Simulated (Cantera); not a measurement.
# Premixed flame

A freely propagating, adiabatic, planar premixed flame of H₂ : O₂ : N₂ = 1 : 0.602 : 2.27 (molar parts), equivalence ratio 0.83, unburnt at 300 K and 10.0 bar; mixture-averaged transport, grid criteria slope 0.08 and curve 0.16, no radiation.

Model: the H2/O2 subset of GRI-Mech 3.0, which has no nitrogen chemistry, integrated in Cantera. The hydrogen kinetics of GRI-Mech 3.0 are dated; newer H2 mechanisms differ, most at raised pressure. Burning velocities carry a grid error of a few per cent, more on coarse grids.

| z (mm) | T (K) | u (m/s) | x H₂ | x O₂ | x HO₂ | x H₂O | x O | x H₂O₂ |
|---|---|---|---|---|---|---|---|---|
| -0.0971 | 300 | 0.773 | 0.257 | 0.156 | <1e-8 | 2.20e-6 | <1e-8 | <1e-8 |
| -0.0648 | 301 | 0.772 | 0.253 | 0.157 | 1.55e-7 | 4.46e-5 | <1e-8 | 1.83e-7 |
| -0.0486 | 307 | 0.777 | 0.244 | 0.158 | 1.22e-6 | 0.000313 | <1e-8 | 1.43e-6 |
| -0.0324 | 344 | 0.844 | 0.216 | 0.163 | 2.04e-5 | 0.00391 | 3.25e-8 | 2.12e-5 |
| -0.0162 | 653 | 1.51 | 0.143 | 0.157 | 0.000627 | 0.0484 | 5.77e-6 | 0.000256 |
| -0.00809 | 1072 | 2.43 | 0.0959 | 0.131 | 0.00112 | 0.111 | 0.000175 | 0.000316 |
| 0 | 1498 | 3.38 | 0.0540 | 0.0934 | 0.000583 | 0.181 | 0.00118 | 3.64e-5 |
| 0.00809 | 1765 | 3.98 | 0.0273 | 0.0642 | 0.000263 | 0.229 | 0.00218 | 5.56e-6 |
| 0.0162 | 1912 | 4.30 | 0.0151 | 0.0495 | 0.000134 | 0.252 | 0.00238 | 3.76e-6 |
| 0.0324 | 2047 | 4.60 | 0.00735 | 0.0404 | 5.57e-5 | 0.269 | 0.00173 | 2.37e-6 |
| 0.0648 | 2133 | 4.78 | 0.00322 | 0.0370 | 2.06e-5 | 0.278 | 0.000783 | 1.38e-6 |
| 0.130 | 2171 | 4.86 | 0.00122 | 0.0362 | 8.11e-6 | 0.283 | 0.000311 | 8.02e-7 |
| 0.259 | 2182 | 4.88 | 0.000593 | 0.0361 | 4.94e-6 | 0.285 | 0.000170 | 5.91e-7 |
x: mole fraction of selected species; z is measured from the peak of heat release.

- laminar burning velocity = 77.3 cm/s
- thermal thickness = 0.0324 mm
- peak x(HO₂) = 0.00117
- peak x(O) = 0.00239
- peak x(H₂O₂) = 0.000344
- grid points = 117
